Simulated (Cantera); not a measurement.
An isothermal, constant-pressure homogeneous reactor starts with CH4 : H2O : H2 = 1 : 4.8 : 0.1 (molar parts), at 1225 K and 4.93 atm. Integrator tolerance rtol = 1e-08.

Model: GRI-Mech 3.0 (53 species, 325 reactions), integrated in Cantera.

### Question
What does this change do: pressure from 4.93 atm to 1.00 atm?

### Answer
```
quantity                                             before                                    after
----------------  -----------------------------------------  ---------------------------------------
x(CH4) at 200 s       0.138 (gas-phase equilibrium 9.63e-5)    0.127 (gas-phase equilibrium 3.97e-6)
x(H2O) at 200 s         0.781 (gas-phase equilibrium 0.431)      0.781 (gas-phase equilibrium 0.431)
x(H2) at 200 s         0.0643 (gas-phase equilibrium 0.443)     0.0721 (gas-phase equilibrium 0.443)
x(C2H2) at 200 s   0.00277 (gas-phase equilibrium 4.13e-12)    0.0105 (gas-phase equilibrium <1e-12)
x(HCO) at 200 s   1.48e-12 (gas-phase equilibrium 2.17e-10)  <1e-12 (gas-phase equilibrium 9.80e-11)
x(CO2) at 200 s      0.00527 (gas-phase equilibrium 0.0504)   0.00178 (gas-phase equilibrium 0.0504)
```

### Question
What does this change do: temperature 1225 to 1875 K?

### Answer
```
quantity                                             before                                    after
----------------  -----------------------------------------  ---------------------------------------
x(CH4) at 200 s       0.138 (gas-phase equilibrium 9.63e-5)  4.30e-8 (gas-phase equilibrium 4.80e-8)
x(H2O) at 200 s         0.781 (gas-phase equilibrium 0.431)      0.455 (gas-phase equilibrium 0.455)
x(H2) at 200 s         0.0643 (gas-phase equilibrium 0.443)      0.419 (gas-phase equilibrium 0.419)
x(C2H2) at 200 s   0.00277 (gas-phase equilibrium 4.13e-12)  <1e-12 (gas-phase equilibrium 1.10e-12)
x(HCO) at 200 s   1.48e-12 (gas-phase equilibrium 2.17e-10)  4.61e-8 (gas-phase equilibrium 4.61e-8)
x(CO2) at 200 s      0.00527 (gas-phase equilibrium 0.0504)    0.0264 (gas-phase equilibrium 0.0264)
```
